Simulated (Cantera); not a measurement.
An isothermal, constant-pressure homogeneous reactor starts with H₂ : O₂ = 0.011 : 1 (molar parts), at 1450 K and 440 Pa.

Computed with Cantera and the H2/O2 subset of GRI-Mech 3.0, which has no nitrogen chemistry. Radical loss at walls, strong at low pressure, is not modelled.

x: mole fraction; the columns are a selection and need not sum to one.

```tsv
t (s)	x H₂	x O₂	x H₂O₂	x H₂O	x O	x H	x OH
2.00e-5	0.0109	0.989	<1e-12	5.94e-12	5.58e-10	2.69e-9	5.57e-10
5.49e-5	0.0109	0.989	<1e-12	1.05e-10	3.44e-9	5.56e-9	3.41e-9
0.000151	0.0109	0.989	3.27e-12	1.53e-9	1.70e-8	8.94e-9	1.67e-8
0.000413	0.0109	0.989	2.36e-11	1.80e-8	7.05e-8	1.45e-8	6.70e-8
0.00113	0.0109	0.989	1.59e-10	[?]	[?]	[?]	[?]
0.00311	0.0109	0.989	9.05e-10	5.60e-6	5.57e-6	5.32e-7	4.89e-6
0.00854	0.00673	0.985	4.11e-9	0.00304	0.00279	0.000249	0.00196
0.0234	4.59e-5	0.979	2.91e-9	0.00988	0.00953	0.000306	0.00160
0.0643	4.51e-5	0.979	2.90e-9	0.00989	0.00945	0.000302	0.00159
0.176	4.40e-5	0.979	2.87e-9	0.00991	0.00921	0.000291	0.00157
0.484	4.13e-5	0.980	2.81e-9	0.00995	0.00861	0.000263	0.00152
1.33	3.50e-5	0.981	2.63e-9	0.0101	0.00723	0.000203	0.00140
3.64	2.34e-5	0.984	2.23e-9	0.0103	0.00476	0.000109	0.00115
10.0	[?]	0.987	[?]	0.0105	[?]	[?]	[?]
```

**Question.** Some entries are withheld; supply them.

**Answer.** 
- 0.00113, x H₂O: 2.15e-7
- 0.00113, x O: 3.58e-7
- 0.00113, x H: 4.20e-8
- 0.00113, x OH: 3.24e-7
- 10.0, x H₂: 1.03e-5
- 10.0, x H₂O₂: 1.50e-9
- 10.0, x O: 0.00205
- 10.0, x H: 3.13e-5
- 10.0, x OH: 0.000764
